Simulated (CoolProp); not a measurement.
The numbers come from the reference Helmholtz-energy equation of state, Thol 2016 in CoolProp.

Task: For hexamethyldisiloxane (MM), give the phase and the density (kg/m³), cp (kJ/(kg K)), cv (kJ/(kg K)), speed of sound (m/s) at 373.7 K and 1.51 MPa.

Result: 
- 373.7 K and 1.51 MPa: liquid; density 679, cp 2.11, cv 1.73, speed of sound 638
